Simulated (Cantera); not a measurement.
Input: 1 mol SiCl4, 11 mol N2, equilibrated at 1525 °C and 160000 Pa.

Equilibrium computed with Cantera from the NASA thermochemical tables; the gas is ideal and each condensed phase is pure. Candidate condensed phases: Si, Si3N4; 13 gas species. The tables' values for SiCl3 are old estimates; treat these amounts as uncertain. Rates play no part.

### Question
What is the equilibrium state?

### Answer
```json
{
  "x(N2)": "0.913",
  "x(SiCl4)": "0.0787",
  "x(Cl)": "0.00406",
  "x(SiCl3)": "0.00396",
  "x(SiCl2)": "0.000322",
  "x(Cl2)": "0.000270",
  "gas_amount": "12.05 mol",
  "log10 activity of Si(l) (absent)": "-6.54"
}
```
